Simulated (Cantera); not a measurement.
Charge: 1 mol SiH4, 92 mol H2, equilibrated at 1650 K and 0.150 bar.

These are equilibrium values from Cantera (NASA tables, ideal gas, pure condensed phases), not measurements of a reactor. Candidate condensed phases: Si; 9 gas species. Rates play no part.

Base state: H2 1.000, H 0.000235 (mole fractions); condensed: Si(s).

Question: What changes in the equilibrium state with this change: 0.85 mol NH3 added?

Answer: 
```csv
species,before,after
H2,1.000,0.995
N2,0,0.00444
H,0.000235,0.000234
"Si(s), mol",0.999,0.999
```
Further candidate phases: Si3N4.
